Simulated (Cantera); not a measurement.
Input: 1 mol Si3N4, 0.02 mol H2O, 850 mol H2, at 101000 Pa.

Equilibrium computed with Cantera from the NASA thermochemical tables; the gas is ideal and each condensed phase is pure. Candidate condensed phases: H2O, Si, SiO2, Si2N2O, Si3N4; 35 gas species. Gases not in the tables: Si2H6 and higher silanes. Equilibrium is a limit: real reactors are often held back by kinetics, nucleation or transport.

At 1702 °C, list the 4 most abundant gas species with their mole fractions, and the condensed phases.

H2 0.996, N2 0.00234, H 0.00136, SiH2 9.16e-5. Condensed: Si(l).
